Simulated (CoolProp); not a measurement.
Aqueous potassium formate as a coolant, 32 % by mass, freezing at -23.5 °C, 1 atm.

Model: Melinder's fits for secondary coolants, in CoolProp.

| T (°C) | cp (kJ/(kg K)) | conductivity (W/(m K)) | viscosity (mPa s) | Prandtl number |
|---|---|---|---|---|
| -13 | 3.027 | 0.496 | 4.18 | 25.5 |
| -9.2 | 3.034 | ? | 3.66 | 22.2 |
| -5.4 | 3.041 | 0.506 | 3.24 | ? |
| -1.6 | 3.048 | 0.510 | 2.89 | 17.3 |
| 2.2 | 3.054 | 0.515 | 2.60 | 15.4 |
| 6.1 | 3.061 | 0.520 | 2.35 | ? |
| 9.9 | 3.068 | 0.524 | 2.14 | 12.5 |
| 13.7 | 3.075 | 0.529 | 1.96 | ? |
| 17.5 | 3.081 | ? | 1.81 | 10.4 |
| 21.3 | 3.088 | 0.538 | ? | 9.60 |
| 25.1 | 3.095 | 0.543 | 1.56 | 8.87 |
| 28.9 | 3.101 | 0.548 | 1.45 | 8.23 |
| 32.8 | 3.108 | 0.552 | ? | 7.64 |
| 36.6 | 3.116 | 0.557 | 1.27 | 7.13 |

Problem. Complete the blanks.

Solution. 
- -9.2, conductivity (W/(m K)): 0.501
- -5.4, Prandtl number: 19.5
- 6.1, Prandtl number: 13.8
- 13.7, Prandtl number: 11.4
- 17.5, conductivity (W/(m K)): 0.534
- 21.3, viscosity (mPa s): 1.67
- 32.8, viscosity (mPa s): 1.36
